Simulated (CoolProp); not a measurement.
A Linde-Hampson liquefier for oxygen: isothermal reversible compression at 250 K from 1 atm to 10 MPa, throttling to 1 atm, return gas leaving the recuperator 10 K below the feed. Each further row changes one setting.

Values from CoolProp's reference Helmholtz-energy equation of state, Schmidt 1985.

```
case                        liquid yield per pass  compression work (kJ/kg of gas)
--------------------------  ---------------------  -------------------------------
as stated                                     [?]                              290
high pressure 20 MPa                          [?]                              [?]
warm-end temperature 280 K                    [?]                              [?]
warm-end gap 15 K                             [?]                              290
```

Q: Fill in the missing entries.

A: 
- as stated, liquid yield per pass: 0.072
- high pressure 20 MPa, liquid yield per pass: 0.156
- high pressure 20 MPa, compression work (kJ/kg of gas): 329
- warm-end temperature 280 K, liquid yield per pass: 0.047
- warm-end temperature 280 K, compression work (kJ/kg of gas): 328
- warm-end gap 15 K, liquid yield per pass: 0.060
